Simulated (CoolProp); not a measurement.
A single-stage vapour-compression cycle with CH2F2 (R32): evaporating at 196.15 K (dew point), condensing at 250.15 K (bubble point), superheat 8 K, subcooling 8 K, compressor efficiency 0.65, no pressure losses. Each further row changes one setting.

The numbers come from the reference Helmholtz-energy equation of state, Tillner-Roth 1997 in CoolProp.

```
case                              cooling COP  pressure ratio  discharge temperature (K)  refrigerating effect (kJ/kg)  volumetric capacity (kJ/m³)
--------------------------------  -----------  --------------  -------------------------  ----------------------------  ---------------------------
as stated                                1.85            15.8                      421.3                             …                          243
evaporating temperature 201.15 K            …            11.4                          …                             …                            …
condensing temperature 245.15 K             …            12.9                      404.5                           349                          248
subcooling 13 K                             …            15.8                      421.3                           349                          248
```

Question: Complete the blanks.

Answer: 
- as stated, refrigerating effect (kJ/kg): 341
- evaporating temperature 201.15 K, cooling COP: 2.15
- evaporating temperature 201.15 K, discharge temperature (K): 400.4
- evaporating temperature 201.15 K, refrigerating effect (kJ/kg): 344
- evaporating temperature 201.15 K, volumetric capacity (kJ/m³): 333
- condensing temperature 245.15 K, cooling COP: 2.08
- subcooling 13 K, cooling COP: 1.89
